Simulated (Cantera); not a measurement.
Feed: 1 mol SiH2Cl2, 0.61 mol O3, at 12.0 Pa.

Equilibrium computed with Cantera from the NASA thermochemical tables; the gas is ideal and each condensed phase is pure. Candidate condensed phases: H2O, Si, SiO2; 30 gas species. The tables' values for SiCl3 are old estimates; treat these amounts as uncertain. The tables hold silica as quartz up to 1696 K and as liquid above; real silica turns to tridymite and cristobalite and melts near 1996 K. Rates play no part.

log p: log10 of the partial pressure in bar; n: condensed amount in mol.

```tsv
T (°C)	log p HCl	log p H2	log p SiCl4	log p SiO	log p SiCl2	log p SiCl3	n SiO2(β-quartz)
600	-3.98	-4.97	-5.27	<-15	-11.00	-9.02	0.915
700	-3.98	-4.97	-5.27	-12.97	-9.15	-7.94	0.915
800	-3.98	-4.98	-5.28	…	…	-7.08	0.915
900	-3.98	-5.00	…	…	…	-6.42	0.915
1000	-3.97	-5.08	-5.56	-7.08	-5.80	-6.09	0.914
1100	-3.97	-5.22	-6.02	-6.03	-5.54	-6.11	0.907
1200	-3.96	-5.47	-6.65	-5.36	-5.67	-6.43	0.877
```

Task: Fill in the missing entries.

Result: 
- 900, log p SiCl4: -5.34
- 900, log p SiO: -8.57
- 900, log p SiCl2: -6.52
- 800, log p SiO: -10.54
- 800, log p SiCl2: -7.67
